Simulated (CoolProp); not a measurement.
Properties of dodecamethylpentasiloxane (MD3M) along the isobar 0.101 MPa (Tc = 354.9 °C, pc = 0.9540 MPa, ω = 0.730).

Computed with CoolProp (reference Helmholtz-energy equation of state, Thol 2019).

| T (°C) | phase | density (kg/m³) | cp (kJ/(kg K)) | cv (kJ/(kg K)) | Joule-Thomson coefficient (K/MPa) | isothermal compressibility (1/MPa) |
|---|---|---|---|---|---|---|
| 98.85 | liquid | 798.2 | 1.876 | 1.617 | -0.3591 | 0.002782 |
| 117.95 | liquid | 779.0 | 1.917 | 1.661 | -0.3302 | 0.003300 |
| 137.05 | liquid | 759.5 | 1.957 | 1.704 | -0.2972 | 0.003952 |
| 156.05 | liquid | 739.6 | 1.997 | 1.746 | -0.2591 | 0.004781 |
| 175.15 | liquid | 718.9 | 2.037 | 1.787 | -0.2132 | 0.005872 |
| 194.25 | liquid | 697.4 | 2.078 | 1.829 | -0.1567 | 0.007339 |
| 213.35 | liquid | 674.8 | 2.121 | 1.870 | -0.08413 | 0.009387 |
| 232.35 | gas | 10.33 | 1.913 | 1.872 | 28.18 | 11.20 |
| 251.45 | gas | 9.774 | 1.946 | 1.909 | 23.49 | 10.95 |
| 270.55 | gas | 9.295 | 1.980 | 1.946 | 19.90 | 10.76 |
| 289.65 | gas | 8.877 | 2.014 | 1.982 | 17.08 | 10.62 |
| 308.65 | gas | 8.507 | 2.048 | 2.017 | 14.84 | 10.51 |
| 327.75 | gas | 8.173 | 2.081 | 2.052 | 13.00 | 10.42 |
| 346.85 | gas | 7.871 | 2.115 | 2.086 | 11.49 | 10.35 |
